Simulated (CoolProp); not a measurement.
Computed with CoolProp (reference Helmholtz-energy equation of state, Lemmon 2006). It is a short technical equation, of lower accuracy than the large ones.

Task: For isopentane, give the phase and the density (kg/m³), cv (kJ/(kg K)), isothermal compressibility (1/MPa), expansivity (1/kK) at 253.9 K and 1.01 bar.

Result: 
- 253.9 K and 1.01 bar: liquid; density 658, cv 1.53, isothermal compressibility 0.00148, expansivity 1.42
